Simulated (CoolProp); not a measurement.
Vapour-liquid equilibrium of R22 (1) + benzene (2) at 40.45 °C; x and y are mole fractions of (1).

Values from CoolProp's multi-fluid Helmholtz-energy mixture model, Kamei 1995 and Thol 2012; pair parameters Bell 2016.

```csv
x,bubble pressure (MPa),y at the bubble point,dew pressure at overall composition x (MPa),liquid density (mol/L)
0.05,0.1122,0.782,0.02615,11.11
0.15,0.2637,0.911,0.02922,11.40
0.25,0.3988,0.944,0.03311,11.69
0.35,0.5289,0.960,0.03818,11.99
0.45,0.6614,0.971,0.04508,12.28
0.55,0.8005,0.979,0.05502,12.56
0.65,0.9483,0.985,0.07057,12.81
0.75,1.106,0.990,0.09829,13.02
0.85,1.273,0.994,0.1616,13.15
0.95,1.452,0.998,0.4400,13.13
```

No azeotrope shows between x = 0.05 and 0.95.

The pair parameters rest on a limited set of measurements; away from them the model extrapolates. The gap from Raoult's law changes sign with composition, which may be real or a fault of the pair parameters; it wasn't checked against measurements.
